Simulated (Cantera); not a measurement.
What does this Cantera script print?

```python
import numpy as np
import cantera as ct

gas_names = """
    Fe H H2 H2S S SH S2 S8
""".split()
cond_names = """
    Fe(a) Fe(c) Fe(d) Fe(L) FeS(a) FeS(b) FeS(c) FeS(L) FeS2(s) S(cr1) S(cr2) S(L)
""".split()


# ... load() reads the species with a 1 bar reference pressure and builds the phases ...
atoms = {
    'FeS': {'Fe': 1, 'S': 1},
    'H2': {'H': 2},
}
top_T = {'FeS2(s)': 1010}  # K; cautious upper limits of use, not melting points


# ... equilibrate(T, P, feed) seeds the gas with the atoms and calls Mixture.equilibrate('TP', solver="vcs", rtol=1e-11, max_steps=5000) ...
results = []
feed = {'FeS': 1, 'H2': 1.6}  # mol
T = 1475  # K
P = 1800  # Pa
mix = equilibrate(T, P, feed)
results.append((T, P, feed, dict(zip(mix.species_names, mix.species_moles))))
print(gas.report(threshold=1e-06))
for i in range(1, mix.n_phases):
    print(f"{mix.phase(i).name:16s} {mix.phase_moles(i):12.5e} mol")
```

It prints:

```
       temperature   1475 K
          pressure   1800 Pa
           density   0.00036969 kg/m^3
  mean mol. weight   2.5188 kg/kmol
   phase of matter   gas

                          1 kg             1 kmol
                     ---------------   ---------------
          enthalpy        1.4143e+07        3.5624e+07  J
   internal energy        9.2744e+06         2.336e+07  J
           entropy             84901        2.1385e+05  J/K
    Gibbs function       -1.1109e+08        -2.798e+08  J
 heat capacity c_p             12914             32528  J/K
 heat capacity c_v              9613             24213  J/K

                      mass frac. Y      mole frac. X     chem. pot. / RT
                     ---------------   ---------------   ---------------
                Fe        0.00010759        4.8528e-06           -6.4399
                 H        3.8392e-05        9.5935e-05           -11.293
                H2           0.78824           0.98483           -22.587
               H2S           0.18965          0.014019           -38.436
                 S        7.4212e-05        5.8306e-06            -15.85
                SH         0.0049263        0.00037524           -27.143
                S2          0.016968        0.00066655             -31.7
     [   +1 minor]        5.9992e-26        5.8917e-28

Fe(c)             2.51875e-02 mol
FeS(L)            9.74805e-01 mol
S(L)              0.00000e+00 mol
```

These are equilibrium values from Cantera (NASA tables, ideal gas, pure condensed phases), not measurements of a reactor. Metal and sulfide melt together well below either melting point, which pure phases cannot show. Mutual solubility and eutectic melting of coexisting phases are not modelled. FeS: taken at fixed stoichiometry.
